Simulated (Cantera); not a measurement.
Standard-state values (1 bar) from the NASA 1993 polynomials, evaluated with Cantera. Values are per mole of reaction as written; species without (g) are pure solids or liquids, kept so even where they would boil at 1 bar.

Problem. Between 300 and 2073 K, where is each reaction favourable under standard conditions?
- Fe + Cl2(g) → FeCl2(g)
- 2 Al + Cl2(g) → 2 AlCl(g)
- 0.6667 Ti + Cl2(g) → 0.6667 TiCl3(g)

Solution. 
- Fe + Cl2(g) → FeCl2(g): ΔG° is -156 kJ at 300 K and -219 kJ at 2073 K; it stays negative (K > 1). ΔH° is -180 kJ and ΔS° 19 J/K at 2073 K.
- 2 Al + Cl2(g) → 2 AlCl(g): ΔG° is -156 kJ at 300 K and -398 kJ at 2073 K; it stays negative (K > 1). ΔH° is -166 kJ and ΔS° 112 J/K at 2073 K.
- 0.6667 Ti + Cl2(g) → 0.6667 TiCl3(g): ΔG° is -350 kJ at 300 K and -287 kJ at 2073 K; it stays negative (K > 1). ΔH° is -377 kJ and ΔS° -43 J/K at 2073 K.
